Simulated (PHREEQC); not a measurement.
A solution holds 1.6 mol/kgw KCl, 0.028 mol/kgw Na2SO4 and 4.5 mol/kgw NaCl, at 40 °C. Closed to the air; pH follows from the charge balance.

The numbers come from PHREEQC with the Pitzer model, pitzer.dat.

```json
{
 "ionic_strength": "6.18 mol/kgw",
 "activity_of_water": "0.768",
 "density": "1.196 g/cm³",
 "osmotic_coefficient": "1.193"
}
```

```tsv
species	molality	activity	log γ
Cl-	6.10	3.86	-0.199
Na+	4.56	6.13	0.129
K+	1.60	1.23	-0.113
SO4-2	0.0280	0.000248	-2.052
OH-	1.28e-7	5.48e-8	-0.367
H+	8.04e-8	4.10e-7	0.708
```

Precipitation was switched off in this run. At this temperature some constants are extrapolated from 25 °C, and those without enthalpy data are left unchanged.
